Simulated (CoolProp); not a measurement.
R13 at several states: density (kg/m³) from the reference equation and from simpler models built on Tc = 303.0 K, pc = 39.73 bar, ω = 0.175; each cubic takes its own stable root.

Values from CoolProp's reference Helmholtz-energy equation of state, Platzer 1990. This equation is an older, rougher fit; its heat capacities, sound speeds and derivatives of the liquid may be far off and weren't checked against measurements.

```
T (K)  p (bar)   phase  reference  van der Waals  Redlich-Kwong  Soave-Redlich-Kwong  Peng-Robinson
-----  -------  ------  ---------  -------------  -------------  -------------------  -------------
197.1     13.3  liquid        [?]            [?]            [?]                 1468           1659
282.2     8.87     gas      44.10          43.15            [?]                44.00          44.44
335.1     21.6     gas        [?]            [?]          95.24                94.49            [?]
398.6    0.359     gas      1.133          1.133          1.133                1.133          1.133
235      0.759     gas      4.121          4.100          4.113                4.116          4.120
```

Q: What belongs in the gaps?

A: 
- 197.1, reference: 1504
- 197.1, van der Waals: 985.6
- 197.1, Redlich-Kwong: 1439
- 282.2, Redlich-Kwong: 43.89
- 335.1, reference: 94.62
- 335.1, van der Waals: 94.32
- 335.1, Peng-Robinson: 96.44
